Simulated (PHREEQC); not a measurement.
Dissolve 0.00011 mol/kgw Ag2SO4 and 0.28 mol/kgw Cu(NO3)2 at 25 °C. Closed to the air; pH follows from the charge balance.

All values are PHREEQC results (ion-association model, wateq4f.dat), not measurements.

```yaml
pH: 4.04
ionic_strength: 0.840 mol/kgw
activity_of_water: 0.986
```

| species | molality | activity | log γ |
|---|---|---|---|
| NO3- | 0.560 | 0.318 | -0.246 |
| Cu+2 | 0.280 | 0.0603 | -0.666 |
| Ag+ | 0.000199 | 0.000153 | -0.115 |
| H+ | 0.000121 | 9.03e-5 | -0.126 |
| CuSO4 | 6.90e-5 | 8.37e-5 | 0.084 |
| Cu2(OH)2+2 | 5.49e-5 | 1.90e-5 | -0.462 |

This is a speciation only: nothing precipitates in the calculation. Caution: at this ionic strength the ion-association model is outside its range; a Pitzer model would be the better tool where its parameters exist. Species that the database lacks are ignored.
